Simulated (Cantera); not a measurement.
Feed: 1 mol Si, 0.093 mol Br2, a varied amount of N2, equilibrated at 650 °C and 46.0 mbar.

Equilibrium computed with Cantera from the NASA thermochemical tables; the gas is ideal and each condensed phase is pure. Candidate condensed phases: Br2, Si, Si3N4; 13 gas species. N2 is the only nitrogen source here; it is nearly inert below about 1500 K, so the nitride shown seldom forms there in practice. The tables' values for SiBr3 are old estimates; treat these amounts as uncertain. The numbers say what is thermodynamically allowed, not how fast it happens.

x: gas mole fraction; n: condensed amount in mol.

| n(N2) (mol) | x SiBr4 | x N2 | x SiBr3 | x SiBr2 | n Si(s) | n Si3N4(s) |
|---|---|---|---|---|---|---|
| 0.23 | 0.996 | 8.39e-12 | 0.00196 | 0.00181 | 0.608 | ? |
| 0.27 | 0.996 | 8.39e-12 | 0.00196 | 0.00181 | 0.548 | ? |
| 0.33 | 0.996 | 8.39e-12 | 0.00196 | 0.00181 | 0.458 | ? |
| 0.4 | 0.996 | 8.39e-12 | 0.00196 | 0.00181 | 0.353 | ? |
| 0.48 | 0.996 | 8.39e-12 | 0.00196 | 0.00181 | 0.233 | ? |
| 0.58 | 0.996 | 8.39e-12 | 0.00196 | 0.00181 | 0.0834 | ? |
| 0.7 | 0.420 | 0.580 | 1.60e-5 | 2.87e-7 | 0 | 0.318 |
| 0.84 | 0.185 | 0.815 | 8.21e-6 | 1.70e-7 | 0 | 0.318 |
| 1 | 0.113 | 0.887 | 5.59e-6 | 1.29e-7 | 0 | 0.318 |
| 1.2 | 0.0761 | 0.924 | 4.12e-6 | 1.05e-7 | 0 | 0.318 |

Task: Fill in the missing entries.

Result: 
- 0.23, n Si3N4(s): 0.115
- 0.27, n Si3N4(s): 0.135
- 0.33, n Si3N4(s): 0.165
- 0.4, n Si3N4(s): 0.200
- 0.48, n Si3N4(s): 0.240
- 0.58, n Si3N4(s): 0.290
